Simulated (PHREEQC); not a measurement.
Make-up at 25 °C: 33 mmol/kgw HCl and 0.77 mmol/kgw NiSO4. Closed to the air; pH follows from the charge balance.

Computed with PHREEQC (ion-association model, wateq4f.dat).

Precipitation was switched off in this run.

Q: Order these Ni species by the share of Ni that they hold, largest first: NiCl2, NiCl+, NiSO4, Ni+2.

A: Ni+2 (94 %), NiCl+ (3.9 %), NiSO4 (1.3 %), NiCl2 (0.32 %)

Q: Order these S species by the share of S that they hold, largest first: HSO4-, SO4-2, NiSO4.

A: HSO4- (62 %), SO4-2 (37 %), NiSO4 (1.3 %)

The pH is 1.55 and the ionic strength 0.0350 mol/kgw.
